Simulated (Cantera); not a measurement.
Input: 1 mol CH₃Cl, 0.074 mol Si, equilibrated at 26.0 Pa.

Cantera equilibrium calculation (NASA polynomials, part measured and part estimated; ideal gas, pure solids and liquids). Candidate condensed phases: C, C₆H₆, C₇H₈, C₈H₁₈, Si, SiC; 109 gas species. The numbers say what is thermodynamically allowed, not how fast it happens.

Question: Which condensed phases are stable at each of these points (T (K)): 1498, 1548, 1598, 1648, 1698, 1748, 1798, 1848, 1898, 1948?

Answer: 
```csv
T (K),condensed phases,Si condensed (%)
1498,C(graphite) + SiC(s),71.2
1548,C(graphite) + SiC(s),65.0
1598,C(graphite) + SiC(s),58.2
1648,C(graphite) + SiC(s),50.8
1698,C(graphite) + SiC(s),42.9
1748,C(graphite) + SiC(s),34.6
1798,C(graphite) + SiC(s),25.7
1848,C(graphite) + SiC(s),16.1
1898,C(graphite) + SiC(s),4.7
1948,C(graphite),0.0
```

From 1498 K to 1898 K the condensed part is C(graphite) + SiC(s). At 1948 K the condensed part is C(graphite).
